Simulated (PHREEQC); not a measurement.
Make-up at 25 °C: 0.0057 mol/kgw NaH2PO4 and 0.16 mol/kgw NaF. Closed to the air; pH follows from the charge balance.

All values are PHREEQC results (ion-association model, phreeqc.dat), not measurements.

```tsv
quantity	before	after
pH	5.74	6.28
HF (mol/kgw)	0.000291	8.39e-5
HF2- (mol/kgw)	0.000169	4.88e-5
```

Which change was made?
(A) NaH2PO4 replaced by NaHCO3 at the same molality
(B) NaH2PO4 from 0.0057 to 0.00855 mol/kgw
(C) NaH2PO4 from 0.0057 to 0.00057 mol/kgw
(D) NaH2PO4 from 0.0057 to 0.00285 mol/kgw

C, NaH2PO4 from 0.0057 to 0.00057 mol/kgw

Precipitation was switched off in this run.
